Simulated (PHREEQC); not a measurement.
Solution (25 °C): 0.12 mol/kgw ZnSO4, 0.027 mol/kgw ZnCl2 and 0.0012 mol/kgw NaCl. Closed to the air; pH follows from the charge balance.

Model: ion-association model, phreeqc.dat, run in PHREEQC.

Each row changes one thing in this solution. Precipitation was switched off in this run.

| case | pH | ionic strength (mol/kgw) | Zn+2 (mol/kgw) | ZnSO4 (mol/kgw) | SO4-2 (mol/kgw) | Zn(SO4)2-2 (mol/kgw) |
|---|---|---|---|---|---|---|
| as made | 5.35 | 0.305 | 0.0812 | 0.0477 | 0.0420 | 0.0151 |
| temperature from 25 to 45 °C | ? | ? | 0.0774 | 0.0498 | 0.0424 | 0.0139 |
| NaCl from 0.0012 to 0.0024 mol/kgw | 5.34 | 0.306 | 0.0812 | ? | 0.0421 | 0.0151 |
| 0.0063 mol/kgw HNO3 added | 2.62 | 0.311 | 0.0828 | 0.0468 | 0.0411 | 0.0144 |
| NaCl left out | 5.35 | 0.303 | 0.0811 | ? | 0.0420 | 0.0151 |
| ZnSO4 from 0.12 to 0.108 mol/kgw | 5.35 | 0.283 | 0.0757 | ? | 0.0387 | 0.0129 |
| ZnSO4 from 0.12 to 0.06 mol/kgw | 5.35 | 0.194 | 0.0538 | 0.0259 | 0.0241 | 0.00501 |

Task: Complete the blanks.

Result: 
- temperature from 25 to 45 °C, pH: 5.20
- temperature from 25 to 45 °C, ionic strength (mol/kgw): 0.295
- NaCl from 0.0012 to 0.0024 mol/kgw, ZnSO4 (mol/kgw): 0.0476
- NaCl left out, ZnSO4 (mol/kgw): 0.0478
- ZnSO4 from 0.12 to 0.108 mol/kgw, ZnSO4 (mol/kgw): 0.0435

Species that the database lacks are ignored. Away from 25 °C the constants follow the database's enthalpies or fits; those with neither stay at their 25 °C values.
